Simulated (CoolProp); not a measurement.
Model: reference Helmholtz-energy equation of state, Bücker 2006, in CoolProp.

**Question.** For n-butane, give the phase and the Z, cv (kJ/(kg K)), expansivity (1/kK) at 261.6 K and 3.92 bar; 381.3 K and 86.2 bar.

**Answer.** 
- 261.6 K and 3.92 bar: liquid; Z 0.0171, cv 1.61, expansivity 1.70
- 381.3 K and 86.2 bar: liquid; Z 0.324, cv 2.05, expansivity 2.86
